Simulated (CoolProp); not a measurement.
A closed Brayton cycle with carbon dioxide: compressor inlet 321.15 K and 9.3 MPa, high pressure 21.8 MPa, turbine inlet 860 K, compressor efficiency 0.89, turbine efficiency 0.85, recuperator effectiveness 0.8 (on enthalpy, no pinch check). Each further row changes one setting.

The numbers come from the reference Helmholtz-energy equation of state, Span 1996 in CoolProp.

```tsv
case	thermal efficiency (%)	net work (kJ/kg)	compressor to turbine work	compressor exit (K)	turbine exit (K)
as stated	27.2	78.9	0.29	378.6	760.2
turbine inlet 810 K	26.3	71.7	0.32	378.6	713.7
compressor inlet 331.15 K	26.5	71.3	0.36	399.6	760.2
high pressure 18.5 MPa	24.6	66.1	0.28	367.4	779.0
recuperator effectiveness 0.5	18.6	78.9	0.29	378.6	760.2
```
